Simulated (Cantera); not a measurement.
Diamond growth

A diamond (100) surface in a fixed gas of H2 with x(CH4) = 0.0057, x(H) = 0.032, x(CH3) = 0.0013, at 1375 K; coverages are run to steady state.

Computed with Cantera and the Harris–Goodwin 1993 mechanism for the reconstructed diamond (100) surface.

```tsv
P (Pa)	growth (µm/h)	θ c6HH	θ c6H*	θ c6*H	θ c6**	θ c6HM
960	2.93	0.338	0.0573	0.543	0.0608	0.000150
1600	5.56	0.337	0.0573	0.543	0.0608	0.000250
2600	10.4	0.337	0.0574	0.543	0.0607	0.000401
4300	20.5	0.337	0.0574	0.542	0.0607	0.000641
7000	40.7	0.337	0.0576	0.542	0.0607	0.000984
12000	89.2	0.337	0.0578	0.541	0.0608	0.00152
19000	175	0.336	0.0582	0.540	0.0609	0.00211
31000	353	0.336	0.0588	0.538	0.0610	0.00285
```
θ: site fractions in the mechanism's names (c6HH fully hydrogenated, c6H* and c6*H radical sites, c6** diradical, c6HM methylated).
